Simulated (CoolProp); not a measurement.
Properties of dimethyl carbonate along the isotherm 437.8 K.

Values from CoolProp's reference Helmholtz-energy equation of state, Zhou 2011.

| p (MPa) | phase | density (kg/m³) | cp (kJ/(kg K)) | speed of sound (m/s) | Joule-Thomson coefficient (K/MPa) |
|---|---|---|---|---|---|
| 0.00776 | gas | 0.1923 | 1.533 | 207.2 | 12.79 |
| 0.0138 | gas | 0.3422 | 1.534 | 207.0 | 12.81 |
| 0.0245 | gas | 0.6085 | ___ | 206.7 | 12.84 |
| 0.0436 | gas | 1.086 | 1.537 | 206.2 | 12.90 |
| 0.0776 | gas | 1.943 | 1.541 | ___ | 13.02 |
| 0.138 | gas | 3.489 | 1.548 | 203.5 | 13.23 |
| 0.245 | gas | ___ | 1.561 | 200.3 | 13.62 |
| 0.436 | gas | 11.61 | 1.589 | 194.3 | 14.44 |
| 0.776 | liquid | 858.7 | 2.185 | ___ | -0.05675 |
| 1.38 | liquid | 860.5 | 2.179 | 678.1 | -0.06340 |
| 2.45 | liquid | 863.7 | 2.171 | 688.2 | -0.07449 |

Some entries are withheld; supply them.


- 0.0245, cp (kJ/(kg K)): 1.535
- 0.0776, speed of sound (m/s): 205.2
- 0.245, density (kg/m³): 6.305
- 0.776, speed of sound (m/s): 672.3
